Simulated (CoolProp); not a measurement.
Vapour-liquid equilibrium of n-hexane (1) + ethylbenzene (2) at 375.7 K; x and y are mole fractions of (1).

Computed with CoolProp (multi-fluid Helmholtz-energy mixture model, Thol 2019 and Zhou 2012; pair parameters Bell 2016).

| x | bubble pressure (kPa) | y at the bubble point | dew pressure at overall composition x (kPa) | liquid density (mol/L) |
|---|---|---|---|---|
| 0.05 | 52.47 | 0.318 | 39.09 | 7.434 |
| 0.15 | 80.20 | 0.591 | 43.21 | 7.368 |
| 0.25 | 105.1 | 0.717 | 48.29 | 7.300 |
| 0.35 | 127.9 | 0.791 | 54.71 | 7.230 |
| 0.45 | 149.3 | 0.842 | 63.05 | 7.157 |
| 0.55 | 169.7 | 0.881 | 74.31 | 7.082 |
| 0.65 | 189.7 | 0.913 | 90.24 | 7.004 |
| 0.75 | 209.8 | 0.940 | 114.2 | 6.924 |
| 0.85 | 230.3 | 0.965 | 152.9 | 6.840 |
| 0.95 | 251.7 | 0.988 | 217.6 | 6.754 |

No azeotrope shows between x = 0.05 and 0.95.

The pair parameters rest on a limited set of measurements; away from them the model extrapolates.
